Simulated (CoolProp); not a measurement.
Vapour-liquid equilibrium of dimethyl ether (1) + ethanol (2) at -10.25 °C; x and y are mole fractions of (1).

Computed with CoolProp (multi-fluid Helmholtz-energy mixture model, Wu 2011 and Schroeder 2014; pair parameters Bell 2016).

```tsv
x	bubble pressure, mixture model (bar)	bubble pressure, Raoult's law (bar)	y, mixture model	y, Raoult's law
0.05	0.1714	0.09880	0.958	0.927
0.125	0.3956	0.2357	0.983	0.972
0.2	0.5941	0.3726	0.989	0.984
0.275	0.7675	0.5095	0.992	0.989
0.35	0.9179	0.6464	0.994	0.992
0.425	1.048	0.7833	0.995	0.994
0.5	1.161	0.9201	0.996	0.996
0.575	1.260	1.057	0.996	0.997
0.65	1.352	1.194	0.997	0.998
0.725	1.440	1.331	0.998	0.998
0.8	1.530	1.468	0.998	0.999
0.875	1.629	1.605	0.999	0.999
0.95	1.743	1.741	0.999	1.000
```

The largest gap from Raoult's law is +73.5 % in bubble pressure, at x = 0.05. No azeotrope shows between x = 0.05 and 0.95.

Pair parameters are fitted to limited data, so mixtures are less certain than the pure fluids. With so large a gap from Raoult's law the liquid may split in two, which this calculation doesn't test in full.
